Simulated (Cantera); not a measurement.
## Hydrocarbon pyrolysis for carbon deposition

An isothermal, constant-pressure homogeneous reactor starts with CH4 : N2 = 1 : 17 (molar parts), at 1775 K and 12.8 Torr.

Model: GRI-Mech 3.0 (53 species, 325 reactions), integrated in Cantera. GRI-Mech 3.0 stops at C3 and has no aromatics, soot or wall deposition, so with more carbon than oxygen in the feed, carbon stays in small species such as C2H2 where larger ones or solid carbon would form. Radical loss at walls, strong at low pressure, is not modelled.

| t (s) | x CH4 | x C2H6 | x H2 | x C2H2 | x HCN | x C2H4 |
|---|---|---|---|---|---|---|
| 0.000600 | 0.0555 | 1.71e-9 | 1.85e-5 | 1.03e-10 | <1e-12 | 1.98e-8 |
| 0.00120 | 0.0555 | 1.14e-8 | 3.81e-5 | 1.90e-9 | <1e-12 | 1.76e-7 |
| 0.00241 | 0.0554 | 6.54e-8 | 7.95e-5 | 3.29e-8 | 5.70e-12 | 1.47e-6 |
| 0.00482 | 0.0552 | 3.22e-7 | 0.000179 | 5.51e-7 | 3.60e-11 | 1.18e-5 |
| 0.00965 | 0.0547 | 1.40e-6 | 0.000513 | 9.11e-6 | 2.81e-10 | 9.08e-5 |
| 0.0193 | 0.0528 | 5.21e-6 | 0.00224 | 0.000149 | 4.00e-9 | 0.000611 |
| 0.0387 | 0.0446 | 1.16e-5 | 0.0117 | 0.00204 | 7.71e-8 | 0.00238 |
| 0.0775 | 0.0277 | 7.63e-6 | 0.0367 | 0.0109 | 7.27e-7 | 0.00169 |
| 0.155 | 0.0138 | 2.43e-6 | 0.0581 | 0.0190 | 2.59e-6 | 0.000369 |
| 0.311 | 0.00575 | 5.98e-7 | 0.0702 | 0.0233 | 6.17e-6 | 7.34e-5 |
| 0.622 | 0.00196 | 1.08e-7 | 0.0758 | 0.0253 | 1.22e-5 | 1.23e-5 |
| 1.25 | 0.000586 | 1.47e-8 | 0.0778 | 0.0260 | 2.16e-5 | 2.39e-6 |
| 2.49 | 0.000172 | 1.76e-9 | 0.0784 | 0.0262 | 3.42e-5 | 1.14e-6 |
| 4.99 | 5.49e-5 | 2.12e-10 | 0.0785 | 0.0263 | 4.70e-5 | 9.92e-7 |
| 10.0 | 1.89e-5 | 2.70e-11 | 0.0786 | 0.0263 | 5.75e-5 | 9.74e-7 |
x: mole fraction; the columns are a selection and need not sum to one.

Equilibrium at this temperature and pressure: CH4 1.92e-6, C2H6 <1e-12, H2 0.0786, C2H2 0.00543, HCN 0.0417, C2H4 2.01e-7 (gas phase only).
